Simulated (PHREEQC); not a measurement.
# Nickel, zinc or cadmium bath

Consider water at 85 °C with 0.0016 mol/kgw ZnCl2 and 0.059 mol/kgw HCl. Closed to the air; pH follows from the charge balance.

All values are PHREEQC results (ion-association model, wateq4f.dat), not measurements.

No solid was allowed to form.

Question: What pH does the model give?

Answer: pH 1.31.

Question: In which forms is Zn present?

Answer: Zn+2 61 %, ZnCl+ 37 %, ZnCl2 1.8 % of the Zn.

Away from 25 °C the constants follow the database's enthalpies or fits; those with neither stay at their 25 °C values.
